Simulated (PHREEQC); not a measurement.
Solution (20 °C): 0.014 mol HCl, 0.00011 mol ZnSO4 and 0.2 mol MnSO4 per kg of water. Closed to the air; pH follows from the charge balance.

Equilibrium calculation in PHREEQC: ion-association model, wateq4f.dat.

Each row changes one thing in this solution. No solid was allowed to form.

| case | pH | ionic strength (mol/kgw) | SO4-2 (mol/kgw) | Cl- (mol/kgw) | HSO4- (mol/kgw) | ZnSO4 (mol/kgw) | SI of Goslarite (ZnSO4:7H2O) | SI of Zincite(c) (ZnO) |
|---|---|---|---|---|---|---|---|---|
| as made | 2.47 | 0.428 | 0.0994 | 0.0126 | 0.00960 | 4.29e-5 | -4.69 | -11.50 |
| MnSO4 left out | 1.90 | 0.0143 | 6.16e-5 | 0.0140 | 4.78e-5 | 5.93e-7 | -6.58 | -11.78 |
| temperature from 20 to 90 °C | 2.94 | 0.300 | 0.0656 | 0.0130 | 0.0125 | 4.80e-5 | -5.33 | -7.36 |
| HCl from 0.014 to 0.07 mol/kgw | 1.70 | 0.466 | 0.0805 | 0.0625 | 0.0442 | 4.05e-5 | -4.72 | -12.94 |
| MnSO4 replaced by MgSO4 at the same molality | 2.43 | 0.369 | 0.0842 | 0.0140 | 0.00924 | 4.35e-5 | -4.69 | -11.52 |

Away from 25 °C the constants follow the database's enthalpies or fits; those with neither stay at their 25 °C values.
